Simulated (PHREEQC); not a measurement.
Dissolve 1.2 mol Na2SO4 and 3.8 mol LiCl per kg of water at 25 °C. Closed to the air; pH follows from the charge balance.

Computed with PHREEQC (Pitzer model, pitzer.dat).

This is a speciation only: nothing precipitates in the calculation.

### Question
What activity of water does the model give?

### Answer
activity of water 0.756.

Species that the database lacks are ignored.
